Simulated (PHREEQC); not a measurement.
A solution holds 0.0043 mol H2SO4, 0.00092 mol LiCl and 9.1e-05 mol HCl per kg of water, at 20 °C. It is in equilibrium with CO2 at log p = 0 (atm). Otherwise closed; pH follows from the charge balance.

The numbers come from PHREEQC with the ion-association model, wateq4f.dat.

Precipitation was switched off in this run.

**Question.** Predict the pH, ionic strength.

**Answer.** pH 2.17; ionic strength 0.0113 mol/kgw.

**Question.** In which forms is S present?

**Answer.** SO4-2 70 %, HSO4- 30 % of the S.
